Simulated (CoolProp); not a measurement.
Vapour-liquid equilibrium of R143a (1) + R152A (2) at -65.15 °C; x and y are mole fractions of (1).

Model: multi-fluid Helmholtz-energy mixture model, Lemmon and Jacobsen 2000 and Outcalt 1996; pair parameters Bell 2016, in CoolProp.

### Question
Give the bubble pressure and the first vapour's composition at x = 0.35, 0.5, 0.875. Is there an azeotrope?

### Answer
x = 0.35: 0.02306 MPa, y = 0.681; x = 0.5: 0.02718 MPa, y = 0.782; x = 0.875: 0.03665 MPa, y = 0.953. No azeotrope shows between x = 0.05 and 0.95.

The pair parameters rest on a limited set of measurements; away from them the model extrapolates.
